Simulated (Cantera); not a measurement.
Input: 1 mol Al(CH3)3, 1.5 mol N2O, 90 mol N2, at 24.0 mbar.

Cantera equilibrium calculation (NASA polynomials, part measured and part estimated; ideal gas, pure solids and liquids). Candidate condensed phases: Al, AlN, Al2O3, C, C6H6, C7H8, C8H18, H2O; 148 gas species. The feed counts by its element totals alone. Mutual solubility and eutectic melting of coexisting phases are not modelled. Kinetics and transport are ignored.

x: gas mole fraction; n: condensed amount in mol.

```tsv
T (°C)	x N2	x H2	x CO	x HCN	x H	x Al	x HNC	n AlN(s)	n Al2O3(s)	n C(graphite)
875	0.953	0.0468	0.000593	8.62e-6	1.00e-7	<1e-12	3.27e-8	0.0379	0.481	2.94
950	0.951	0.0468	0.00262	2.02e-5	4.20e-7	<1e-12	1.13e-7	0.168	0.416	2.75
1025	0.944	0.0465	0.00967	4.26e-5	1.49e-6	5.95e-12	3.37e-7	0.623	0.189	2.06
1100	0.938	0.0463	0.0155	8.28e-5	4.63e-6	1.52e-10	8.90e-7	1.00	0	1.49
1175	0.938	0.0463	0.0155	0.000151	1.28e-5	2.74e-9	2.14e-6	1.00	0	1.49
1250	0.938	0.0462	0.0155	[?]	[?]	[?]	[?]	1.000	0	1.47
1325	0.938	0.0461	0.0155	0.000421	7.38e-5	3.93e-7	9.57e-6	1.000	0	1.46
1400	0.938	0.0460	0.0155	[?]	[?]	[?]	[?]	1.000	0	1.43
1475	0.937	0.0457	0.0155	0.000979	0.000315	2.37e-5	3.29e-5	0.998	0	1.40
1550	0.937	0.0453	0.0155	0.00141	0.000595	0.000142	5.64e-5	0.986	0	1.36
```

Fill in the missing entries.


- 1400, x HCN: 0.000654
- 1400, x H: 0.000158
- 1400, x Al: 3.35e-6
- 1400, x HNC: 1.83e-5
- 1250, x HCN: 0.000258
- 1250, x H: 3.21e-5
- 1250, x Al: 3.71e-8
- 1250, x HNC: 4.69e-6
